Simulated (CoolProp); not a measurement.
Computed with CoolProp (reference Helmholtz-energy equation of state, Lemmon 2013).

Task: Give the vapour pressure (bar), liquid density (kg/m³), enthalpy of vaporisation (kJ/kg), vapour Z of saturated propylene at 208.4, 220.5 K.

Result: 
| T (K) | p (bar) | liquid density (kg/m³) | enthalpy of vaporisation (kJ/kg) | vapour Z |
|---|---|---|---|---|
| 208.4 | 0.432 | 631 | 457 | 0.980 |
| 220.5 | 0.801 | 616 | 444 | 0.969 |
